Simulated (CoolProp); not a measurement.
Saturation properties of R142b (Tc = 410.3 K, pc = 4.055 MPa, ω = 0.232).

Model: reference Helmholtz-energy equation of state, Lemmon 2006, in CoolProp. It is a short technical equation, of lower accuracy than the large ones.

```csv
T (K),p (MPa),liquid density (kg/m³),liquid viscosity (µPa s)
203,0.003472,1324,805
223.3,0.01358,1281,579
243.5,0.04060,1238,437
263.8,0.1004,1193,339
284.1,0.2141,1146,268
304.3,0.4063,1095,215
324.6,0.7083,1040,174
344.8,1.149,978.2,140
365.1,1.770,905.2,112
```

It boils at 264.0 K under 1 atm.

Viscosity comes from a separate model (Huber 2003), an estimate that may be off by 10 % or more.
